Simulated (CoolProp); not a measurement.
trans-2-butene along the isotherm 525 K: fugacity coefficient from the reference equation and from simpler models built on Tc = 428.6 K, pc = 4019 kPa, ω = 0.210; each cubic takes its own stable root.

Model: reference Helmholtz-energy equation of state, Lemmon 2005, in CoolProp. It is a short technical equation, of lower accuracy than the large ones.

```csv
p (kPa),phase,reference,Redlich-Kwong,Soave-Redlich-Kwong
63.5,gas,0.9972,0.9971,0.9974
98.9,gas,0.9957,0.9954,0.9959
154,gas,0.9933,0.9929,0.9936
240,gas,0.9895,0.9889,0.9900
374,gas,0.9837,0.9827,0.9845
582,gas,0.9747,0.9732,(withheld)
906,gas,0.9608,(withheld),0.9628
1410,gas,0.9395,0.9359,0.9426
2200,gas,0.9066,0.9012,(withheld)
3420,gas,0.8574,0.8494,(withheld)
5320,supercritical,(withheld),0.7732,0.7982
8290,supercritical,0.6842,0.6684,(withheld)
12900,supercritical,(withheld),0.5589,0.6075
20100,supercritical,0.4860,(withheld),0.5344
```

**Question.** Fill in the missing entries.

**Answer.** 
- 582, Soave-Redlich-Kwong: 0.9760
- 906, Redlich-Kwong: 0.9585
- 2200, Soave-Redlich-Kwong: 0.9116
- 3420, Soave-Redlich-Kwong: 0.8655
- 5320, reference: 0.7849
- 8290, Soave-Redlich-Kwong: 0.7066
- 12900, reference: 0.5718
- 20100, Redlich-Kwong: 0.4815
